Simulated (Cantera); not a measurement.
A perfectly stirred reactor is fed with H₂ : O₂ = 0.13 : 1 (molar parts), equivalence ratio 0.065, at 2670 Pa; it is held at 998 K, and followed from long to short residence time.

Detailed kinetics in Cantera: the H2/O2 subset of GRI-Mech 3.0, which has no nitrogen chemistry. Radical loss at walls, strong at low pressure, is not modelled. The temperature is held fixed by assumption; the heat of reaction is taken as removed at once.

x: mole fraction; the columns are a selection and need not sum to one.

```tsv
τ (s)	x H₂	x O₂	x H	x OH	x O	x H₂O
9.6	0.000183	0.878	6.49e-6	?	0.000131	0.122
3.0	0.000375	0.878	2.08e-5	?	0.000280	0.122
0.96	0.000739	0.877	6.47e-5	?	0.000575	0.121
0.30	0.00144	0.877	0.000205	?	0.00117	0.120
0.095	0.00275	0.875	0.000635	?	0.00228	0.118
0.030	0.00517	0.873	0.00192	?	0.00429	0.114
0.0095	0.00970	0.868	0.00547	?	0.00765	0.107
0.0030	0.0183	0.860	0.0133	?	0.0123	0.0922
```

**Question.** What belongs in the gaps?

**Answer.** 
- 9.6, x OH: 0.000159
- 3.0, x OH: 0.000238
- 0.96, x OH: 0.000362
- 0.30, x OH: 0.000569
- 0.095, x OH: 0.000906
- 0.030, x OH: 0.00146
- 0.0095, x OH: 0.00230
- 0.0030, x OH: 0.00341
